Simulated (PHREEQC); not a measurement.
Solution (25 °C): 0.003 mol HNO3 and 0.21 mol CuCl2 per kg of water. Closed to the air; pH follows from the charge balance.

Equilibrium calculation in PHREEQC: ion-association model, phreeqc.dat.

```csv
quantity,before,after
pH,2.64,4.13
ionic strength (mol/kgw),0.542,0.539
Cl- (mol/kgw),0.373,0.373
Cu+2 (mol/kgw),0.166,0.166
CuCl+ (mol/kgw),0.0407,0.0408
CuCl2 (mol/kgw),0.00299,0.00300
```

Problem. What was changed between the two runs?
A. HNO3 left out
B. 0.077 mol/kgw H3BO3 added
C. CuCl2 from 0.21 to 0.231 mol/kgw
D. CuCl2 from 0.21 to 0.042 mol/kgw
E. HNO3 replaced by Fe(NO3)3 at the same molality

Solution. A, HNO3 left out

Precipitation was switched off in this run.
